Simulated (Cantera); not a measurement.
Feed: 1 mol HCl, 2.4 mol H2O, 2.3 mol N2, held at 3000 K and 11300 Torr.

Equilibrium computed with Cantera from the NASA thermochemical tables; the gas is ideal and each condensed phase is pure. The numbers say what is thermodynamically allowed, not how fast it happens.

| species | before | after |
|---|---|---|
| N2 | 0.384 | 0.393 |
| H2O | 0.354 | 0.385 |
| HCl | 0.148 | 0.161 |
| H2 | 0.0440 | 0.0256 |
| Cl | 0.0197 | 0.0108 |
| OH | 0.0229 | 0.0126 |
| O | 0.00272 | 0.000763 |
| H | 0.00855 | 0.00253 |
| HOCl | 3.21e-5 | 6.50e-5 |
| Cl2 | 6.33e-5 | 0.000127 |
| O2 | 0.00867 | 0.00454 |
| NO | 0.00677 | 0.00496 |
Gas species are given as mole fractions.

### Question
Name the change that produced these shifts.
(A) temperature from 3000 K to 1750 K
(B) 0.51 mol O2 added
(C) pressure from 11300 Torr to 75000 Torr
(D) temperature from 3000 K to 3073 K

### Answer
C, pressure from 11300 Torr to 75000 Torr. The ideal-gas law is rough above about 30 bar
